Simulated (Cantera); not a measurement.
Feed: 1 mol Ta2O5, 1.2 mol C, 0.78 mol CO, held at 100000 Pa.

These are equilibrium values from Cantera (NASA tables, ideal gas, pure condensed phases), not measurements of a reactor. Candidate condensed phases: C, Ta, TaC, Ta2O5; 15 gas species. Mutual solubility and eutectic melting of coexisting phases are not modelled. TaC: taken at fixed stoichiometry. Condensed phases not in the tables: Ta2C. Kinetics and transport are ignored.

x: gas mole fraction; n: condensed amount in mol.

```
T (K)   x CO    x CO2   x TaO2    x TaO  n TaC(s)  n Ta2O5(s)  n Ta2O5(l)
-----  -----  -------  -------  -------  --------  ----------  ----------
1900   0.998  0.00203  6.17e-8  1.61e-9     0.344       0.828           0
1925   0.998  0.00202  1.04e-7  3.00e-9     0.344       0.828           0
1950   0.998  0.00202  1.74e-7  5.50e-9     0.344       0.828           0
1975   0.998  0.00202  2.87e-7  9.92e-9     0.344       0.828           0
2000   0.998  0.00202  4.67e-7  1.76e-8     0.344       0.828           0
2025   0.998  0.00202      ___      ___     0.344       0.828           0
2050   0.998  0.00202      ___      ___     0.344       0.828           0
2075   0.998  0.00200  1.82e-6  8.92e-8     0.344           0       0.828
2100   0.998  0.00198  2.72e-6  1.46e-7     0.344           0       0.828
2125   0.998  0.00195  4.03e-6  2.37e-7     0.344           0       0.828
```

Some entries are withheld; supply them.


- 2025, x TaO2: 7.50e-7
- 2025, x TaO: 3.08e-8
- 2050, x TaO2: 1.19e-6
- 2050, x TaO: 5.32e-8
